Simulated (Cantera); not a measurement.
What does this Cantera script print?

```python
import numpy as np
import cantera as ct

gas = ct.Solution("h2o2.yaml")
gas.TPX = 1298, 2600, {'H2': 0.27, 'O2': 1, 'N2': 4}
reactor = ct.IdealGasConstPressureReactor(gas, energy="off", clone=False)
net = ct.ReactorNet([reactor])
net.rtol, net.atol = 1e-08, 1e-18
show = ['H2', 'O2', 'HO2', 'H2O2', 'H', 'O', 'H2O']
times = np.geomspace(0.0002, 30, 15)

steps = ct.SolutionArray(gas, extra=["t"])
rows = []
print(f"{'t/s':>10s}{'T/K':>9s}{'P/Pa':>11s}" + "".join(f"{s:>11s}" for s in show))
for t in times:
    while net.time < t:
        t_next = net.step()
        steps.append(gas.state, t=t_next)
    rows.append([np.interp(t, steps.t, y) for y in (steps.T, steps.P, *steps(*show).X.T)])
    print(f"{t:10.3e}{rows[-1][0]:9.1f}{rows[-1][1]:11.4g}" + "".join(f"{x:11.3e}" for x in rows[-1][2:]))
rate = np.gradient(steps.T, steps.t)
print("integrator steps:", len(steps.t))
if steps.T.max() > steps.T[0] + 200:
    print(f"time of steepest temperature rise: {steps.t[rate.argmax()]:.4e} s")
gas.TPX = 1298, 2600, {'H2': 0.27, 'O2': 1, 'N2': 4}
gas.equilibrate("TP")
print(f"equilibrium (TP): T = {gas.T:.1f} K  " + "  ".join(f"{s} {gas[s].X[0]:.3e}" for s in show))
```

Result:

```
       t/s      T/K       P/Pa         H2         O2        HO2       H2O2          H          O        H2O
 2.000e-04   1298.0       2600  5.123e-02  1.898e-01  1.934e-08  3.342e-11  3.143e-08  1.847e-08  3.064e-08
 4.685e-04   1298.0       2600  5.123e-02  1.898e-01  4.672e-08  1.766e-10  4.662e-07  3.033e-07  7.259e-07
 1.098e-03   1298.0       2600  5.075e-02  1.895e-01  6.768e-07  2.086e-09  2.025e-04  1.327e-04  3.361e-04
 2.572e-03   1298.0       2600  2.803e-03  1.589e-01  1.599e-06  8.573e-08  1.658e-02  2.005e-02  3.846e-02
 6.024e-03   1298.0       2600  2.376e-03  1.594e-01  1.595e-06  8.281e-08  1.419e-02  1.861e-02  4.035e-02
 1.411e-02   1298.0       2600  1.982e-03  1.611e-01  1.594e-06  8.732e-08  1.017e-02  1.469e-02  4.316e-02
 3.306e-02   1298.0       2600  1.272e-03  1.638e-01  1.528e-06  8.995e-08  4.823e-03  8.781e-03  4.722e-02
 7.746e-02   1298.0       2600  4.957e-04  1.665e-01  1.234e-06  7.615e-08  1.101e-03  3.249e-03  5.063e-02
 1.815e-01   1298.0       2600  1.127e-04  1.679e-01  6.556e-07  4.287e-08  1.164e-04  7.255e-04  5.202e-02
 4.251e-01   1298.0       2600  2.141e-05  1.683e-01  2.159e-07  1.734e-08  9.629e-06  1.377e-04  5.239e-02
 9.960e-01   1298.0       2600  4.712e-06  1.684e-01  6.176e-08  6.301e-09  1.000e-06  3.040e-05  5.250e-02
 2.333e+00   1298.0       2600  1.283e-06  1.684e-01  2.040e-08  2.318e-09  1.431e-07  8.316e-06  5.254e-02
 5.466e+00   1298.0       2600  4.159e-07  1.684e-01  9.688e-09  9.007e-10  2.656e-08  2.706e-06  5.256e-02
 1.281e+01   1298.0       2600  1.588e-07  1.684e-01  7.846e-09  3.892e-10  6.295e-09  1.036e-06  5.257e-02
 3.000e+01   1298.0       2600  8.188e-08  1.684e-01  8.601e-09  2.212e-10  2.338e-09  5.344e-07  5.257e-02
integrator steps: 1911
equilibrium (TP): T = 1298.0 K  H2 6.698e-08  O2 1.684e-01  HO2 9.068e-09  H2O2 1.879e-10  H 1.731e-09  O 4.371e-07  H2O 5.257e-02
```

Detailed kinetics in Cantera: the H2/O2 subset of GRI-Mech 3.0, which has no nitrogen chemistry. Radical loss at walls, strong at low pressure, is not modelled. The temperature is held fixed by assumption; the heat of reaction is taken as removed at once.
